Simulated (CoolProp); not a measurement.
50 sccm (0 °C, 1 atm) of nitrogen bubbles through liquid decamethyltetrasiloxane (MD2M) at 363.5 K and leaves saturated at a total pressure of 0.06 MPa (ideal gas phase). Each further row changes one setting.

The numbers come from the reference Helmholtz-energy equation of state, Thol 2017 in CoolProp.

| case | vapour pressure (kPa) | mole fraction of vapour | delivery (mg/min) | delivery (sccm) | change of delivery for a bath 1 K warmer (%) |
|---|---|---|---|---|---|
| as stated | 2.96 | … | … | 2.60 | 5.1 |
| bath temperature 368.5 K | … | … | … | 3.32 | 5.0 |
| total pressure 0.12 MPa | 2.96 | 0.0247 | 17.5 | 1.26 | 5.0 |

Q: What belongs in the gaps?

A: 
- as stated, mole fraction of vapour: 0.0493
- as stated, delivery (mg/min): 36.0
- bath temperature 368.5 K, vapour pressure (kPa): 3.73
- bath temperature 368.5 K, mole fraction of vapour: 0.0622
- bath temperature 368.5 K, delivery (mg/min): 46.0
